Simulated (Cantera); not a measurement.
# Pyrogenic steam for wet oxidation

A perfectly stirred reactor is fed with 22.0 % H2, 33.9 % O2, 44.1 % N2, equivalence ratio 0.33, at 0.138 atm; it is held at 1348 K, and followed from long to short residence time.

Computed with Cantera and the H2/O2 subset of GRI-Mech 3.0, which has no nitrogen chemistry. The temperature is held fixed by assumption; the heat of reaction is taken as removed at once.

```csv
τ (s),x H2,x O2,x O,x HO2,x H2O,x H2O2,x H
26,1.81e-5,0.257,2.04e-5,4.96e-7,0.247,6.74e-8,7.42e-7
9.2,3.62e-5,0.257,4.12e-5,9.42e-7,0.247,1.11e-7,2.13e-6
3.3,7.18e-5,0.257,8.30e-5,1.76e-6,0.247,1.78e-7,6.03e-6
1.2,0.000141,0.257,0.000165,3.18e-6,0.247,2.74e-7,1.68e-5
0.43,0.000277,0.257,0.000332,5.59e-6,0.247,4.12e-7,4.77e-5
0.16,0.000531,0.256,0.000648,9.10e-6,0.246,5.96e-7,0.000129
0.056,0.00105,0.256,0.00131,1.41e-5,0.245,8.55e-7,0.000371
0.020,0.00202,0.255,0.00258,1.98e-5,0.242,1.18e-6,0.00103
0.0072,0.00382,0.254,0.00499,2.51e-5,0.238,1.54e-6,0.00280
```
x: mole fraction; the columns are a selection and need not sum to one.
